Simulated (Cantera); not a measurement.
**trisilylamine + NH3 + H2 + N2 (silicon nitride deposition)**

A closed system holds: 1 mol trisilylamine, 0.11 mol NH3, 2.2 mol H2, 1.2 mol N2, held at 13300 Pa.

Equilibrium computed with Cantera from the NASA thermochemical tables; the gas is ideal and each condensed phase is pure. Candidate condensed phases: Si, Si3N4; 18 gas species. The feed counts by its element totals alone. Mutual solubility and eutectic melting of coexisting phases are not modelled. The tables' values for SiN are old estimates; treat these amounts as uncertain. Gases not in the tables: Si2H6 and higher silanes. Rates play no part.

```json
[
 {"T (K)": "773", "x H2": "1.00", "x N2": "<1e-12", "x H": "2.49e-12", "x Si": "<1e-12", "x SiH": "<1e-12", "x SiH2": "<1e-12", "x Si2N": "<1e-12", "x SiN": "<1e-12", "n Si(s)": "0.367", "n Si3N4(s)": "0.877", "n Si(l)": "0"},
 {"T (K)": "973", "x H2": "1.00", "x N2": "3.53e-11", "x H": "2.96e-9", "x Si": "<1e-12", "x SiH": "<1e-12", "x SiH2": "4.19e-11", "x Si2N": "<1e-12", "x SiN": "<1e-12", "n Si(s)": "0.367", "n Si3N4(s)": "0.877", "n Si(l)": "0"},
 {"T (K)": "1173", "x H2": "1.000", "x N2": "9.07e-8", "x H": "3.23e-7", "x Si": "3.71e-12", "x SiH": "2.43e-11", "x SiH2": "6.81e-9", "x Si2N": "<1e-12", "x SiN": "<1e-12", "n Si(s)": "0.367", "n Si3N4(s)": "0.877", "n Si(l)": "0"},
 {"T (K)": "1373", "x H2": "1.000", "x N2": "2.30e-5", "x H": "9.12e-6", "x Si": "2.91e-9", "x SiH": "6.04e-9", "x SiH2": "2.51e-7", "x Si2N": "1.50e-11", "x SiN": "1.18e-11", "n Si(s)": "0.368", "n Si3N4(s)": "0.877", "n Si(l)": "0"},
 {"T (K)": "1573", "x H2": "0.998", "x N2": "0.00140", "x H": "0.000111", "x Si": "4.12e-7", "x SiH": "3.62e-7", "x SiH2": "3.66e-6", "x Si2N": "8.77e-9", "x SiN": "5.37e-9", "n Si(s)": "0.382", "n Si3N4(s)": "0.873", "n Si(l)": "0"},
 {"T (K)": "1773", "x H2": "0.957", "x N2": "0.0422", "x H": "0.000762", "x Si": "1.60e-5", "x SiH": "7.05e-6", "x SiH2": "2.36e-5", "x Si2N": "9.54e-7", "x SiN": "5.76e-7", "n Si(s)": "0", "n Si3N4(s)": "0.726", "n Si(l)": "0.821"},
 {"T (K)": "1973", "x H2": "0.793", "x N2": "0.203", "x H": "0.00329", "x Si": "0.000237", "x SiH": "5.57e-5", "x SiH2": "7.21e-5", "x Si2N": "1.46e-5", "x SiN": "1.08e-5", "n Si(s)": "0", "n Si3N4(s)": "0", "n Si(l)": "3.00"},
 {"T (K)": "2173", "x H2": "0.784", "x N2": "0.202", "x H": "0.0117", "x Si": "0.00212", "x SiH": "0.000320", "x SiH2": "0.000206", "x Si2N": "7.00e-5", "x SiN": "6.20e-5", "n Si(s)": "0", "n Si3N4(s)": "0", "n Si(l)": "2.97"}
]
```
x: gas mole fraction; n: condensed amount in mol.

From 773 K to 1573 K the condensed part is Si(s) + Si3N4(s). At 1773 K the condensed part is Si(l) + Si3N4(s). From 1973 K to 2173 K the condensed part is Si(l). The main Si-bearing gas is SiH4 at 773 K and Si at 2173 K.
